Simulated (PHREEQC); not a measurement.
A solution holds 4 mmol/kgw NH4Cl, 1 mmol/kgw Na2B4O7 and 130 mmol/kgw LiCl, at 46 °C. Closed to the air; pH follows from the charge balance.

Computed with PHREEQC (ion-association model, phreeqc.dat).

```yaml
pH: 8.39
ionic_strength: 0.135 mol/kgw
specific_conductance: 19100 µS/cm
density: 0.993 g/cm³
total_alkalinity: 2.00 meq/kg
```

```
species  molality  activity   log γ
-------  --------  --------  ------
Cl-         0.134    0.0987  -0.133
Li+         0.130     0.100  -0.112
H3BO3     0.00313   0.00323   0.013
NH4+      0.00288   0.00205  -0.149
Na+       0.00200   0.00152  -0.119
NH3       0.00112   0.00115   0.013
H2BO3-   0.000870  0.000659  -0.121
OH-       1.45e-5   1.06e-5  -0.137
H+        5.00e-9   4.04e-9  -0.093
```

Precipitation was switched off in this run. Away from 25 °C the constants follow the database's enthalpies or fits; those with neither stay at their 25 °C values.
